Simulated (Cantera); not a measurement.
Gas mixture: N₂O = 0.81 (molar parts), at 2300 Pa, frozen composition.

Cantera's kinetic-theory transport with the Lennard-Jones parameters of GRI-Mech 3.0, ideal gas; thermal conductivity in the mixture-averaged form. The composition is frozen, though it would react at the higher temperatures.

One state of this run: ρ (kg/m³) = 0.0203; cp (J/kg/K) = 1101; μ (µPa s) = 27.3; λ (mW/m/K) = 40.7; Pr = 0.739; D (cm²/s) OH = 36.7; D (cm²/s) O = 37.5; D (cm²/s) CO₂ = 17.8. D: mixture-averaged diffusion coefficient of that species in the mixture.

Problem. Which value of T (K) does it belong to?
(A) 1200
(B) 1400
(C) 600
(D) 1800

Solution. C, 600
